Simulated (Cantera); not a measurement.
Ignition delay

Mixture: H2 : O2 : N2 = 1 : 0.35 : 3.24 (molar parts), equivalence ratio 1.4, at 2.00 bar, adiabatic and at constant volume. Ignition delay is the time to a rise of 400 K.

Detailed kinetics in Cantera: the H2/O2 subset of GRI-Mech 3.0, which has no nitrogen chemistry. Where the delays flatten at high temperature, the 400 K rule measures the pace of heat release, not the induction time.

```
T0 (K)  delay (ms)
------  ----------
1150        0.0649
1200        0.0453
1250        0.0340
1300        0.0269
1350        0.0220
1400        0.0187
1450        0.0163
1500        0.0146
1550        0.0134
1600        0.0125
```
